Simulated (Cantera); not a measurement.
An adiabatic, constant-pressure homogeneous reactor starts with CH4 : O2 : N2 = 1 : 2.7 : 10.2 (molar parts), equivalence ratio 0.74, at 1100 K and 3.00 bar. Integrator tolerance rtol = 1e-08.

Detailed kinetics in Cantera: GRI-Mech 3.0 (53 species, 325 reactions).

```
quantity                                                              before                                      after
---------------------------------  -----------------------------------------  -----------------------------------------
time of steepest temperature rise                                    58.9 ms                                    9.39 ms
temperature at 2.00 s                                                 2455 K                                     2490 K
equilibrium temperature                                               2455 K                                     2490 K
x(CH4) at 2.00 s                       <1e-12 (gas-phase equilibrium <1e-12)      <1e-12 (gas-phase equilibrium <1e-12)
x(O2) at 2.00 s                        0.0462 (gas-phase equilibrium 0.0462)      0.0452 (gas-phase equilibrium 0.0452)
x(H) at 2.00 s                     0.000504 (gas-phase equilibrium 0.000504)  0.000186 (gas-phase equilibrium 0.000186)
x(CH2CO) at 2.00 s                     <1e-12 (gas-phase equilibrium <1e-12)      <1e-12 (gas-phase equilibrium <1e-12)
x(NO) at 2.00 s                      0.00958 (gas-phase equilibrium 0.00958)      0.0101 (gas-phase equilibrium 0.0101)
```

### Question
What was changed between the two runs?
A. CH4 1 to 2.2 parts
B. pressure from 3.00 bar to 16.0 bar
C. CH4 1 to 1.3 parts
D. initial temperature 1100 to 1300 K

### Answer
B, pressure from 3.00 bar to 16.0 bar
